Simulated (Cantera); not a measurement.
Charge: 1 mol CCl4, a varied amount of H2, equilibrated at 2623 K and 6.00e-5 bar.

These are equilibrium values from Cantera (NASA tables, ideal gas, pure condensed phases), not measurements of a reactor. Candidate condensed phases: C, C6H6, C7H8, C8H18; 91 gas species. Kinetics and transport are ignored.

### Question
Which condensed phases are stable at each of these points (n(H2) (mol)): 0.54, 0.62, 0.72, 0.84, 0.98, 1.1, 1.3, 1.5, 1.8, 2.1, 2.4, 2.8?

### Answer
| n(H2) (mol) | condensed phases | C condensed (%) |
|---|---|---|
| 0.54 | C(graphite) | 2.9 |
| 0.62 | gas only | 0.0 |
| 0.72 | gas only | 0.0 |
| 0.84 | gas only | 0.0 |
| 0.98 | gas only | 0.0 |
| 1.1 | gas only | 0.0 |
| 1.3 | gas only | 0.0 |
| 1.5 | gas only | 0.0 |
| 1.8 | gas only | 0.0 |
| 2.1 | gas only | 0.0 |
| 2.4 | gas only | 0.0 |
| 2.8 | gas only | 0.0 |

At 0.54 mol H2 the condensed part is C(graphite). From 0.62 mol H2 to 2.8 mol H2 nothing is condensed.
